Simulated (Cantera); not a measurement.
Cantera run, input and output.

```python
import numpy as np
import cantera as ct

gas = ct.Solution("h2o2.yaml")
gas.TPX = 373, 43000, {'H2': 1, 'O2': 0.238, 'N2': 0.895, 'H2O': 0.046}
flame = ct.FreeFlame(gas, width=0.072)
flame.set_refine_criteria(ratio=3, slope=0.08, curve=0.16)
flame.transport_model = "mixture-averaged"
flame.solve(loglevel=0, auto=True)
z, T = flame.grid, flame.T
thick = (T[-1] - T[0]) / np.gradient(T, z).max()
show = ['H2', 'O2', 'H2O2', 'HO2', 'H2O', 'H']
print(f"laminar burning velocity  {flame.velocity[0] * 100:.3f} cm/s")
print(f"burnt temperature         {T[-1]:.1f} K")
print(f"thermal thickness         {thick * 1e3:.4f} mm")
print(f"grid points               {len(z)}")
z0 = z[flame.heat_release_rate.argmax()]
print(f"{'z/mm':>9s}{'T/K':>9s}{'u/(m/s)':>9s}" + "".join(f"{s:>11s}" for s in show))
rows = []
for k in (-3, -2, -1.5, -1, -0.5, -0.25, 0, 0.25, 0.5, 1, 2, 4, 8):
    zz = z0 + k * thick
    rows.append([k * thick, np.interp(zz, z, T), np.interp(zz, z, flame.velocity),
                 *(np.interp(zz, z, flame.X[gas.species_index(s)]) for s in show)])
    print(f"{rows[-1][0] * 1e3:9.3f}{rows[-1][1]:9.1f}{rows[-1][2]:9.3f}" + "".join(f"{x:11.3e}" for x in rows[-1][3:]))
```

Result:

```
laminar burning velocity  371.758 cm/s
burnt temperature         2022.8 K
thermal thickness         1.0928 mm
grid points               130
     z/mm      T/K  u/(m/s)         H2         O2       H2O2        HO2        H2O          H
   -3.278    373.0    3.718  4.589e-01  1.092e-01  1.126e-15  5.708e-14  2.111e-02  2.785e-17
   -2.186    373.0    3.718  4.589e-01  1.092e-01  2.262e-13  1.089e-11  2.111e-02  3.213e-15
   -1.639    373.0    3.718  4.589e-01  1.092e-01  5.008e-12  2.361e-10  2.111e-02  5.380e-14
   -1.093    373.0    3.718  4.589e-01  1.092e-01  7.464e-10  3.386e-08  2.111e-02  4.585e-11
   -0.546    390.6    3.874  4.556e-01  1.096e-01  7.451e-06  1.357e-04  2.163e-02  2.807e-05
   -0.273    653.5    6.313  4.234e-01  1.033e-01  3.643e-05  1.331e-04  4.238e-02  6.020e-03
    0.000   1052.1    9.880  3.381e-01  7.371e-02  1.366e-06  4.398e-05  1.110e-01  3.949e-02
    0.273   1319.2   12.301  2.490e-01  2.312e-02  5.002e-07  1.225e-05  2.081e-01  7.637e-02
    0.546   1435.5   13.336  2.219e-01  4.280e-03  3.018e-07  2.150e-06  2.454e-01  8.404e-02
    1.093   1536.8   14.188  2.230e-01  5.594e-04  2.299e-07  2.684e-07  2.542e-01  7.525e-02
    2.186   1641.8   15.044  2.319e-01  3.193e-04  1.630e-07  1.482e-07  2.566e-01  6.089e-02
    4.371   1748.3   15.892  2.413e-01  2.052e-04  9.389e-08  9.524e-08  2.592e-01  4.571e-02
    8.742   1840.2   16.607  2.494e-01  1.127e-04  4.829e-08  5.570e-08  2.619e-01  3.227e-02
```

Detailed kinetics in Cantera: the H2/O2 subset of GRI-Mech 3.0, which has no nitrogen chemistry. Burning velocities carry a grid error of a few per cent, more on coarse grids.
